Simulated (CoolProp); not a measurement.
Vapour pressure (MPa) of 1-butene: the reference equation beside estimates from Tc = 146.1 °C, pc = 4.006 MPa, ω = 0.192. Clausius-Clapeyron is anchored at 67.85 °C with a constant enthalpy of vaporisation of 17.16 kJ/mol.

Computed with CoolProp (reference Helmholtz-energy equation of state, Lemmon 2005). It is a short technical equation, of lower accuracy than the large ones.

```csv
T (°C),reference,Lee-Kesler,Clausius-Clapeyron,van der Waals,Redlich-Kwong,Soave-Redlich-Kwong,Peng-Robinson
57.35,0.7147,0.7194,0.7547,1.433,0.8858,0.7226,0.7144
67.85,0.9147,0.9211,0.9147,1.656,1.106,0.9273,0.9161
78.25,1.151,1.159,1.094,1.898,1.359,1.169,1.155
88.75,1.432,1.441,1.297,2.162,1.651,1.457,1.440
99.25,1.761,1.771,1.524,2.449,1.983,1.794,1.774
109.65,2.139,2.151,1.771,2.754,2.353,2.179,2.159
120.15,2.581,2.594,2.046,3.085,2.771,2.625,2.606
130.55,3.087,3.100,2.342,3.436,3.229,3.128,3.113
```

Absolute difference from the reference over all 8 rows, mean and median: Lee-Kesler 0.6 and 0.6 %, Clausius-Clapeyron 11.9 and 11.4 %, van der Waals 49.5 and 45.0 %, Redlich-Kwong 14.1 and 13.9 %, Soave-Redlich-Kwong 1.6 and 1.6 %, Peng-Robinson 0.6 and 0.6 %.
